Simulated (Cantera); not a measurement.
Charge: 1 mol Fe2O3, 6.7 mol C, 2.3 mol CO, at 1902 °C and 1.00 Torr.

These are equilibrium values from Cantera (NASA tables, ideal gas, pure condensed phases), not measurements of a reactor. Candidate condensed phases: C, Fe, Fe(CO)5, FeO, Fe2O3, Fe3O4; 15 gas species. Rates play no part.

Base state: CO 0.726, Fe 0.274 (mole fractions); condensed: C(graphite).

Q: What changes in the equilibrium state with this change: temperature from 1902 °C to 802 °C?

A: 
```tsv
species	before	after
CO	0.726	1.000
CO2	8.37e-9	0.000181
Fe	0.274	<1e-9
C(graphite), mol	3.70	3.70
Fe(α), mol	0	2.00
```
Condensed phases not in the tables: cementite and carbon dissolved in iron.

Q: What changes in the equilibrium state with this change: pressure from 1.00 Torr to 3230 Torr?

A: 
```csv
species,before,after
CO,0.726,0.999
Fe,0.274,0.000512
CO2,8.37e-9,5.12e-5
"C(graphite), mol",3.70,3.70
"Fe(l), mol",0,2.00
```
Iron dissolves carbon and melts from about 1420 K in contact with it, which pure phases cannot show. Condensed phases not in the tables: cementite and carbon dissolved in iron.
